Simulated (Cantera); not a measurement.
Input: 1 mol SiH₄, 0.011 mol C₂H₂, 2.9 mol H₂, at 133 Pa.

Equilibrium computed with Cantera from the NASA thermochemical tables; the gas is ideal and each condensed phase is pure. Candidate condensed phases: C, C₆H₆, C₇H₈, C₈H₁₈, Si, SiC; 87 gas species. Mutual solubility and eutectic melting of coexisting phases are not modelled. Gases not in the tables: Si₂H₆ and higher silanes. Kinetics and transport are ignored. All values below are at 2025 K.

Base state: H₂ 0.903, H 0.0501, Si 0.0437, Si₂C 0.00133, SiH 0.000970, Si₂ 0.000480, SiH₂ 0.000110, Si₃ 0.000102 (mole fractions); condensed: Si(l) + SiC(s).

Q: What changes in the equilibrium state with this change: SiH₄ replaced by SiH₂Cl₂?

A: 
| species | before | after |
|---|---|---|
| H₂ | 0.903 | 0.633 |
| HCl | 0 | 0.163 |
| SiCl₂ | 0 | 0.0980 |
| H | 0.0501 | 0.0419 |
| Si | 0.0437 | 0.0437 |
| SiCl | 0 | 0.00864 |
| Cl | 0 | 0.00803 |
| SiCl₃ | 0 | 0.000155 |
| Si(l), mol | 0.728 | 0.160 |
| SiC(s), mol | 0.0149 | 0.0148 |
The tables' values for SiCl, SiCl₃ are old estimates; treat these amounts as uncertain.
